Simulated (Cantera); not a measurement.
Feed: 1 mol SO2, 0.055 mol H2O, 5.4 mol N2, 0.13 mol H2, at 3373 K and 1 atm.

Equilibrium computed with Cantera from the NASA thermochemical tables; the gas is ideal and each condensed phase is pure. Candidate condensed phases: H2O, H2SO4, S; 35 gas species. Kinetics and transport are ignored.

Base state: N2 0.729, SO 0.0698, O 0.0502, SO2 0.0422, H 0.0250, S 0.0218, NO 0.0214, O2 0.0204 (mole fractions); condensed: gas only.

Q: What changes in the equilibrium state with this change: pressure from 1 atm to 110 bar?

A: 
```tsv
species	before	after
N2	0.729	0.800
SO2	0.0422	0.111
SO	0.0698	0.0334
O	0.0502	0.00254
S	0.0218	0.00190
H	0.0250	0.00243
H2O	0.00348	0.0196
O2	0.0204	0.00569
OH	0.0113	0.00601
NO	0.0214	0.0118
SO3	3.64e-6	5.26e-5
N	0.000101	1.01e-5
H2S	7.07e-6	6.84e-5
```
The ideal-gas law is rough above about 30 bar.
